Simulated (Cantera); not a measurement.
A freely propagating, adiabatic, planar premixed flame of CH4 : O2 : N2 = 1 : 2.82 : 10.6 (molar parts), equivalence ratio 0.71, unburnt at 525 K and 713 Torr; mixture-averaged transport, grid criteria slope 0.08 and curve 0.16, no radiation.

Cantera simulation using GRI-Mech 3.0 (53 species, 325 reactions); the numbers are that mechanism's predictions, not measurements. Burning velocities carry a grid error of a few per cent, more on coarse grids.

x: mole fraction of selected species; z is measured from the peak of heat release.

```csv
z (mm),T (K),u (m/s),x CH4,x O2,x H2,x H,x CO2,x NO2
-1.40,525,0.673,0.0693,0.195,0.000506,<1e-8,5.50e-7,<1e-8
-0.931,528,0.677,0.0690,0.195,0.00134,<1e-8,8.10e-6,<1e-8
-0.698,538,0.690,0.0683,0.194,0.00229,<1e-8,4.66e-5,<1e-8
-0.465,595,0.766,0.0647,0.190,0.00408,5.72e-8,0.000439,3.22e-8
-0.233,915,1.19,0.0459,0.163,0.00692,4.10e-5,0.00482,4.46e-8
-0.116,1255,1.64,0.0254,0.131,0.00831,0.000347,0.0125,1.53e-8
0,1584,2.08,0.00599,0.0933,0.00790,0.00155,0.0252,<1e-8
0.116,1721,2.25,0.000420,0.0729,0.00534,0.00273,0.0384,<1e-8
0.233,1772,2.31,1.71e-5,0.0662,0.00410,0.00299,0.0477,<1e-8
0.465,1837,2.38,___,0.0618,___,___,___,<1e-8
0.931,1908,2.46,<1e-8,0.0591,0.00251,0.00138,0.0621,<1e-8
1.86,1966,2.53,<1e-8,0.0577,___,___,0.0652,<1e-8
3.72,2001,2.57,<1e-8,0.0571,0.000618,0.000149,0.0671,1.22e-8
```

**Question.** Some entries are withheld; supply them.

**Answer.** 
- 0.465, x CH4: 3.24e-8
- 0.465, x H2: 0.00346
- 0.465, x H: 0.00247
- 0.465, x CO2: 0.0567
- 1.86, x H2: 0.00137
- 1.86, x H: 0.000515
